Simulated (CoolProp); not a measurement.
CF4 (R14) at 422.86 K and 0.334 MPa is throttled through a valve to 0.204 MPa with no heat exchange. Each further row changes one setting.

Model: reference Helmholtz-energy equation of state, Platzer 1990, in CoolProp. This equation is an older, rougher fit.

| case | temperature change (K) | final density (kg/m³) |
|---|---|---|
| as stated | -0.3 | 5.12 |
| outlet pressure 0.0612 MPa | -0.7 | 1.53 |
| outlet pressure 0.265 MPa | -0.2 | 6.65 |
